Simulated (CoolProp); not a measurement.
Saturated liquid density (kg/m³) of cyclopropane: the reference equation beside estimates from Tc = 398.7 K, pc = 5605 kPa, ω = 0.131. Rackett uses Z = 0.29056 − 0.08775 ω.

The numbers come from the reference Helmholtz-energy equation of state, Polt 1992 in CoolProp. This equation is an older, rougher fit; its heat capacities, sound speeds and derivatives of the liquid may be far off and weren't checked against measurements.

```json
[
 {"T (K)": "309.6", "reference": "600.8", "Rackett": "585.7", "van der Waals": "376.8", "Redlich-Kwong": "536.4", "Soave-Redlich-Kwong": "547.5", "Peng-Robinson": "620.9"},
 {"T (K)": "313.9", "reference": "593.6", "Rackett": "578.9", "van der Waals": "___", "Redlich-Kwong": "528.2", "Soave-Redlich-Kwong": "539.4", "Peng-Robinson": "611.9"},
 {"T (K)": "318.2", "reference": "586.3", "Rackett": "571.9", "van der Waals": "367.6", "Redlich-Kwong": "519.7", "Soave-Redlich-Kwong": "531.1", "Peng-Robinson": "602.5"},
 {"T (K)": "322.5", "reference": "578.8", "Rackett": "564.8", "van der Waals": "362.7", "Redlich-Kwong": "511.0", "Soave-Redlich-Kwong": "522.5", "Peng-Robinson": "592.8"},
 {"T (K)": "326.7", "reference": "571.2", "Rackett": "557.6", "van der Waals": "___", "Redlich-Kwong": "502.3", "Soave-Redlich-Kwong": "513.8", "Peng-Robinson": "582.9"},
 {"T (K)": "331", "reference": "563.3", "Rackett": "___", "van der Waals": "352.8", "Redlich-Kwong": "493.0", "Soave-Redlich-Kwong": "504.6", "Peng-Robinson": "572.4"},
 {"T (K)": "335.3", "reference": "555.1", "Rackett": "542.2", "van der Waals": "347.5", "Redlich-Kwong": "483.5", "Soave-Redlich-Kwong": "495.1", "Peng-Robinson": "561.5"},
 {"T (K)": "339.5", "reference": "546.8", "Rackett": "___", "van der Waals": "342.1", "Redlich-Kwong": "473.8", "Soave-Redlich-Kwong": "485.3", "Peng-Robinson": "550.3"},
 {"T (K)": "343.8", "reference": "537.9", "Rackett": "526.0", "van der Waals": "___", "Redlich-Kwong": "463.6", "Soave-Redlich-Kwong": "475.0", "Peng-Robinson": "538.4"},
 {"T (K)": "348.1", "reference": "528.8", "Rackett": "517.3", "van der Waals": "330.5", "Redlich-Kwong": "452.9", "Soave-Redlich-Kwong": "464.2", "Peng-Robinson": "526.0"},
 {"T (K)": "352.4", "reference": "519.2", "Rackett": "___", "van der Waals": "324.3", "Redlich-Kwong": "441.8", "Soave-Redlich-Kwong": "452.9", "Peng-Robinson": "512.9"},
 {"T (K)": "356.6", "reference": "___", "Rackett": "498.9", "van der Waals": "318.0", "Redlich-Kwong": "___", "Soave-Redlich-Kwong": "441.3", "Peng-Robinson": "499.4"},
 {"T (K)": "360.9", "reference": "498.6", "Rackett": "488.8", "van der Waals": "311.1", "Redlich-Kwong": "418.3", "Soave-Redlich-Kwong": "428.8", "Peng-Robinson": "484.9"},
 {"T (K)": "365.2", "reference": "487.3", "Rackett": "478.1", "van der Waals": "303.9", "Redlich-Kwong": "405.4", "Soave-Redlich-Kwong": "415.6", "Peng-Robinson": "469.4"},
 {"T (K)": "369.5", "reference": "475.1", "Rackett": "466.7", "van der Waals": "296.2", "Redlich-Kwong": "391.8", "Soave-Redlich-Kwong": "401.4", "Peng-Robinson": "452.8"}
]
```

Problem. Fill in the missing entries.

Solution. 
- 313.9, van der Waals: 372.2
- 326.7, van der Waals: 357.9
- 331, Rackett: 550.0
- 339.5, Rackett: 534.3
- 343.8, van der Waals: 336.4
- 352.4, Rackett: 508.2
- 356.6, reference: 509.3
- 356.6, Redlich-Kwong: 430.5

Absolute difference from the reference over all 15 rows, mean and median: Rackett 2.2 and 2.3 %, van der Waals 37.4 and 37.4 %, Redlich-Kwong 13.6 and 13.4 %, Soave-Redlich-Kwong 11.6 and 11.2 %, Peng-Robinson 2.1 and 2.0 %.
